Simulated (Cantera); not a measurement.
Cantera run:

```python
import numpy as np
import cantera as ct

gas_names = [...]  # 113 gases of nasa_gas.yaml made of C, H, O, Ti
cond_names = """
    C(gr) C6H6(L) C7H8(L) C8H18(L),n-octa H2O(s) H2O(L) Ti(a) Ti(b) Ti(L) TiC(s) TiC(L) TiO(a) TiO(b)
    TiO(L) TiO2(ru) TiO2(L) Ti2O3(a) Ti2O3(b) Ti2O3(L) Ti3O5(a) Ti3O5(b) Ti3O5(L) Ti4O7(s) Ti4O7(L)
""".split()


# ... load() reads the species with a 1 bar reference pressure and builds the phases ...
atoms = {
    'TiO2': {'Ti': 1, 'O': 2},
    'CO': {'C': 1, 'O': 1},
    'H2': {'H': 2},
}
top_T = {'C(gr)': 4500}  # K; cautious upper limits of use, not melting points


# ... equilibrate(T, P, feed) seeds the gas with the atoms and calls Mixture.equilibrate('TP', solver="vcs", rtol=1e-11, max_steps=5000) ...
results = []
P = 1600  # Pa
for T in [1200, 1250, 1300, 1350, 1400, 1450, 1500, 1550, 1600, 1650, 1700, 1750, 1800, 1850]:
    for m in [0.74, 3.1, 5.4, 7.8, 10, 12, 15]:
        feed = {'TiO2': 1, 'CO': 9.5, 'H2': m}  # mol
        mix = equilibrate(T, P, feed)
        results.append((T, P, feed, dict(zip(mix.species_names, mix.species_moles))))

for T, P, feed, n in results:
    print(f"{T:7g} {feed['H2']:10.4g}  " + (" + ".join(c for c in cond_names if n.get(c, 0) > 1e-12) or "gas only"))
```

It prints:

```
   1200       0.74  TiO2(ru) + Ti4O7(s)
   1200        3.1  TiO2(ru) + Ti4O7(s)
   1200        5.4  TiO2(ru) + Ti4O7(s)
   1200        7.8  TiO2(ru) + Ti4O7(s)
   1200         10  TiO2(ru) + Ti4O7(s)
   1200         12  TiO2(ru) + Ti4O7(s)
   1200         15  TiO2(ru) + Ti4O7(s)
   1250       0.74  TiO2(ru) + Ti4O7(s)
   1250        3.1  TiO2(ru) + Ti4O7(s)
   1250        5.4  TiO2(ru) + Ti4O7(s)
   1250        7.8  TiO2(ru) + Ti4O7(s)
   1250         10  TiO2(ru) + Ti4O7(s)
   1250         12  TiO2(ru) + Ti4O7(s)
   1250         15  TiO2(ru) + Ti4O7(s)
   1300       0.74  TiO2(ru) + Ti4O7(s)
   1300        3.1  TiO2(ru) + Ti4O7(s)
   1300        5.4  TiO2(ru) + Ti4O7(s)
   1300        7.8  TiO2(ru) + Ti4O7(s)
   1300         10  TiO2(ru) + Ti4O7(s)
   1300         12  TiO2(ru) + Ti4O7(s)
   1300         15  TiO2(ru) + Ti4O7(s)
   1350       0.74  TiO2(ru) + Ti4O7(s)
   1350        3.1  TiO2(ru) + Ti4O7(s)
   1350        5.4  TiO2(ru) + Ti4O7(s)
   1350        7.8  TiO2(ru) + Ti4O7(s)
   1350         10  TiO2(ru) + Ti4O7(s)
   1350         12  TiO2(ru) + Ti4O7(s)
   1350         15  TiO2(ru) + Ti4O7(s)
   1400       0.74  TiO2(ru) + Ti4O7(s)
   1400        3.1  TiO2(ru) + Ti4O7(s)
   1400        5.4  TiO2(ru) + Ti4O7(s)
   1400        7.8  TiO2(ru) + Ti4O7(s)
   1400         10  TiO2(ru) + Ti4O7(s)
   1400         12  TiO2(ru) + Ti4O7(s)
   1400         15  TiO2(ru) + Ti4O7(s)
   1450       0.74  TiO2(ru) + Ti4O7(s)
   1450        3.1  TiO2(ru) + Ti4O7(s)
   1450        5.4  TiO2(ru) + Ti4O7(s)
   1450        7.8  TiO2(ru) + Ti4O7(s)
   1450         10  TiO2(ru) + Ti4O7(s)
   1450         12  TiO2(ru) + Ti4O7(s)
   1450         15  TiO2(ru) + Ti4O7(s)
   1500       0.74  TiO2(ru) + Ti4O7(s)
   1500        3.1  TiO2(ru) + Ti4O7(s)
   1500        5.4  TiO2(ru) + Ti4O7(s)
   1500        7.8  TiO2(ru) + Ti4O7(s)
   1500         10  TiO2(ru) + Ti4O7(s)
   1500         12  TiO2(ru) + Ti4O7(s)
   1500         15  Ti4O7(s)
   1550       0.74  TiO2(ru) + Ti4O7(s)
   1550        3.1  TiO2(ru) + Ti4O7(s)
   1550        5.4  TiO2(ru) + Ti4O7(s)
   1550        7.8  Ti4O7(s)
   1550         10  Ti4O7(s)
   1550         12  Ti4O7(s)
   1550         15  Ti4O7(s)
   1600       0.74  TiO2(ru) + Ti4O7(s)
   1600        3.1  TiO2(ru) + Ti4O7(s)
   1600        5.4  Ti4O7(s)
   1600        7.8  Ti4O7(s)
   1600         10  Ti4O7(s)
   1600         12  Ti4O7(s)
   1600         15  Ti4O7(s)
   1650       0.74  TiO2(ru) + Ti4O7(s)
   1650        3.1  Ti4O7(s)
   1650        5.4  Ti4O7(s)
   1650        7.8  Ti4O7(s)
   1650         10  Ti4O7(s)
   1650         12  Ti4O7(s)
   1650         15  Ti3O5(b) + Ti4O7(s)
   1700       0.74  TiO2(ru) + Ti4O7(s)
   1700        3.1  Ti4O7(s)
   1700        5.4  Ti4O7(s)
   1700        7.8  Ti4O7(s)
   1700         10  Ti3O5(b) + Ti4O7(s)
   1700         12  Ti3O5(b) + Ti4O7(s)
   1700         15  Ti3O5(b)
   1750       0.74  Ti4O7(s)
   1750        3.1  Ti4O7(s)
   1750        5.4  Ti4O7(s)
   1750        7.8  Ti3O5(b) + Ti4O7(s)
   1750         10  Ti3O5(b)
   1750         12  Ti3O5(b)
   1750         15  Ti3O5(b)
   1800       0.74  Ti4O7(s)
   1800        3.1  Ti4O7(s)
   1800        5.4  Ti3O5(b) + Ti4O7(s)
   1800        7.8  Ti3O5(b)
   1800         10  Ti3O5(b)
   1800         12  Ti3O5(b)
   1800         15  Ti3O5(b)
   1850       0.74  Ti4O7(s)
   1850        3.1  Ti3O5(b) + Ti4O7(s)
   1850        5.4  Ti3O5(b)
   1850        7.8  Ti3O5(b)
   1850         10  Ti3O5(b)
   1850         12  Ti3O5(b)
   1850         15  Ti3O5(b)
```

Method: chemical equilibrium by Gibbs-energy minimisation in Cantera with the NASA 1993 tables (ideal gas, pure condensed phases). Mutual solubility and eutectic melting of coexisting phases are not modelled. Condensed phases not in the tables: Magnéli phases beyond Ti4O7.
